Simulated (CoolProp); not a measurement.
Vapour-liquid equilibrium of CHF3 (R23) (1) + R227EA (2) at -28.45 °C; x and y are mole fractions of (1).

Values from CoolProp's multi-fluid Helmholtz-energy mixture model, Penoncello 2003 and Lemmon 2016; pair parameters Bell 2016.

| x | bubble pressure, mixture model (bar) | bubble pressure, Raoult's law (bar) | y, mixture model | y, Raoult's law |
|---|---|---|---|---|
| 0.05 | 1.064 | 1.084 | 0.467 | 0.490 |
| 0.2 | 2.638 | 2.589 | 0.806 | 0.820 |
| 0.35 | 4.226 | 4.093 | 0.894 | 0.908 |
| 0.5 | 5.710 | 5.598 | 0.933 | 0.948 |
| 0.65 | 7.099 | 7.103 | 0.957 | 0.971 |
| 0.8 | 8.493 | 8.608 | 0.976 | 0.986 |
| 0.95 | 10.04 | 10.11 | 0.994 | 0.997 |

The largest gap from Raoult's law is +3.2 % in bubble pressure, at x = 0.35. No azeotrope shows between x = 0.05 and 0.95.

Pair parameters are fitted to limited data, so mixtures are less certain than the pure fluids. The gap from Raoult's law changes sign with composition, which may be real or a fault of the pair parameters; it wasn't checked against measurements.
